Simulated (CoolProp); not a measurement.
Vapour-liquid equilibrium of acetone (1) + n-decane (2) at 0.0396 MPa; x and y are mole fractions of (1).

Values from CoolProp's multi-fluid Helmholtz-energy mixture model, Lemmon 2006 and Lemmon 2006; pair parameters Bell 2016.

Task: Give the bubble temperature and the first vapour's composition at x = 0.125, 0.5, 0.8. Is there an azeotrope?

Result: x = 0.125: 65.5 °C, y = 0.953; x = 0.5: 36.7 °C, y = 0.993; x = 0.8: 34.5 °C, y = 0.995. No azeotrope shows between x = 0.05 and 0.95.

Pair parameters are fitted to limited data, so mixtures are less certain than the pure fluids. With so large a gap from Raoult's law the liquid may split in two, which this calculation doesn't test in full.
